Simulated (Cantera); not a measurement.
What does this Cantera script print?

```python
import numpy as np
import cantera as ct

gas = ct.Solution("gri30.yaml")
gas.TPX = 875, 13000, {'H2': 1.3, 'O2': 1, 'N2': 2.8}
inlet = ct.Reservoir(gas, clone=True)

reactor = ct.IdealGasConstPressureReactor(gas, energy="off", clone=False)
exhaust = ct.Reservoir(gas, clone=True)
tau = [0.61, 0.32, 0.17, 0.086, 0.044, 0.023, 0.012, 0.0062, 0.0032, 0.0017, 0.00087][0]
for a, b in ((inlet, reactor), (reactor, exhaust)):
    ct.MassFlowController(a, b, mdot=lambda t: reactor.mass / tau)
net = ct.ReactorNet([reactor])
show = ['H2', 'O2', 'HO2', 'O', 'N2O', 'H2O', 'H']

rows = []
print(f"{'tau/s':>10s}{'T/K':>9s}" + "".join(f"{s:>11s}" for s in show))
for tau in [0.61, 0.32, 0.17, 0.086, 0.044, 0.023, 0.012, 0.0062, 0.0032, 0.0017, 0.00087]:
    net.initial_time = 0.0
    net.advance(30 * tau)
    before = gas.X
    net.advance(40 * tau)
    drift = np.max(np.abs(gas.X - before) / (gas.X + 1e-9))
    rows.append([gas.T, *gas[show].X, drift])
    print(f"{tau:10.3e}{gas.T:9.1f}" + "".join(f"{x:11.3e}" for x in gas[show].X))
```

It prints:

```
     tau/s      T/K         H2         O2        HO2          O        N2O        H2O          H
 6.100e-01    875.0  2.706e-02  9.108e-02  3.442e-05  1.483e-05  8.524e-09  2.611e-01  3.445e-05
 3.200e-01    875.0  2.937e-02  9.215e-02  3.511e-05  2.587e-05  7.800e-09  2.584e-01  6.467e-05
 1.700e-01    875.0  3.297e-02  9.380e-02  3.591e-05  4.301e-05  6.884e-09  2.542e-01  1.189e-04
 8.600e-02    875.0  3.859e-02  9.639e-02  3.690e-05  7.161e-05  5.781e-09  2.477e-01  2.267e-04
 4.400e-02    875.0  4.621e-02  9.991e-02  3.794e-05  1.144e-04  4.696e-09  2.388e-01  4.218e-04
 2.300e-02    875.0  5.590e-02  1.044e-01  3.893e-05  1.754e-04  3.726e-09  2.274e-01  7.579e-04
 1.200e-02    875.0  6.826e-02  1.101e-01  3.981e-05  2.635e-04  2.873e-09  2.128e-01  1.340e-03
 6.200e-03    875.0  8.390e-02  1.174e-01  4.044e-05  3.903e-04  2.145e-09  1.941e-01  2.333e-03
 3.200e-03    875.0  1.031e-01  1.265e-01  4.058e-05  5.656e-04  1.549e-09  1.709e-01  3.937e-03
 1.700e-03    875.0  1.250e-01  1.369e-01  3.997e-05  7.831e-04  1.088e-09  1.440e-01  6.211e-03
 8.700e-04    875.0  1.526e-01  1.500e-01  3.813e-05  1.045e-03  6.965e-10  1.101e-01  9.274e-03
```

Computed with Cantera and GRI-Mech 3.0 (53 species, 325 reactions). Radical loss at walls, strong at low pressure, is not modelled. Below about 950 K walls govern HO2 and H2O2 in real vessels. The temperature is held fixed by assumption; the heat of reaction is taken as removed at once.
